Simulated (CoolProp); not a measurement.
The fluid at 278.52 K and 0.453 MPa is compressed adiabatically to 3.45 MPa with isentropic efficiency 1. The same conditions are run with several fluids, on thermodynamics alone (safety and materials aside).

The numbers come from the reference Helmholtz-energy equation of state of each fluid (carbonyl sulfide: Lemmon 2006; R1132(E): Akasaka 2024; R410A: Lemmon 2003; nitrous oxide: Lemmon 2006; CH2F2 (R32): Tillner-Roth 1997) in CoolProp. Blends and air are pseudo-pure fits.

Question: Rank carbonyl sulfide, R1132(E), R410A, nitrous oxide, CH2F2 (R32) by work (kJ/kg), highest first.

Answer: nitrous oxide (128), CH2F2 (R32) (99.7), carbonyl sulfide (87.7), R1132(E) (75.5), R410A (66.2)

```tsv
fluid	final temperature (K)	final density (kg/m³)
carbonyl sulfide	424.5	68.2
R1132(E)	380.9	86.3
R410A	382.6	97.8
nitrous oxide	429.5	44.9
CH2F2 (R32)	412.7	60.4
```
